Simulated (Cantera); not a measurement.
**Stirred combustor or abatement burner**

A perfectly stirred reactor is fed with CO : H2 : CH4 : O2 : N2 = 1 : 0.31 : 0.37 : 1.81 : 6.81 (molar parts), equivalence ratio 0.77, at 9.87 atm; it is adiabatic with a 575 K inlet, and is followed from long to short residence time, starting on the burning branch (τ in s: 0.067, 0.029, 0.013, 0.0057, 0.0025, 0.0011, 0.00048, 0.00021, 9.3e-05, 4.1e-05, 1.8e-05, 7.9e-06).

Computed with Cantera and GRI-Mech 3.0 (53 species, 325 reactions).

| τ (s) | T (K) | x CO | x H2 | x CH4 | x H2O | x HCO | x CH2CO | x CH2O |
|---|---|---|---|---|---|---|---|---|
| 0.067 | 2288 | 0.00243 | 0.000333 | 3.15e-7 | 0.107 | 1.75e-9 | 4.81e-11 | 5.55e-8 |
| 0.029 | 2290 | 0.00254 | 0.000343 | 7.08e-7 | 0.107 | 3.74e-9 | 1.14e-10 | 1.26e-7 |
| 0.013 | 2290 | 0.00273 | 0.000363 | 1.52e-6 | 0.107 | 8.08e-9 | 2.71e-10 | 2.74e-7 |
| 0.0057 | 2289 | 0.00314 | 0.000405 | 3.28e-6 | 0.107 | 1.82e-8 | 7.01e-10 | 5.96e-7 |
| 0.0025 | 2282 | 0.00397 | 0.000490 | 6.82e-6 | 0.106 | 4.14e-8 | 1.96e-9 | 1.25e-6 |
| 0.0011 | 2268 | 0.00554 | 0.000652 | 1.34e-5 | 0.106 | 9.45e-8 | 5.74e-9 | 2.47e-6 |
| 0.00048 | 2244 | 0.00826 | 0.000941 | 2.50e-5 | 0.105 | 2.19e-7 | 1.68e-8 | 4.66e-6 |
| 0.00021 | 2205 | 0.0125 | 0.00140 | 4.58e-5 | 0.104 | 5.06e-7 | 4.59e-8 | 8.43e-6 |
| 9.3e-5 | 2148 | 0.0188 | 0.00203 | 8.46e-5 | 0.102 | 1.15e-6 | 1.15e-7 | 1.50e-5 |
| 4.1e-5 | 2066 | 0.0279 | 0.00287 | 0.000168 | 0.0998 | 2.63e-6 | 2.84e-7 | 2.77e-5 |
| 1.8e-5 | 1940 | 0.0428 | 0.00391 | 0.000405 | 0.0971 | 6.07e-6 | 8.37e-7 | 5.81e-5 |
| 7.9e-6 | 575 | 0.0971 | 0.0301 | 0.0359 | <1e-12 | <1e-12 | <1e-12 | <1e-12 |
x: mole fraction; the columns are a selection and need not sum to one.
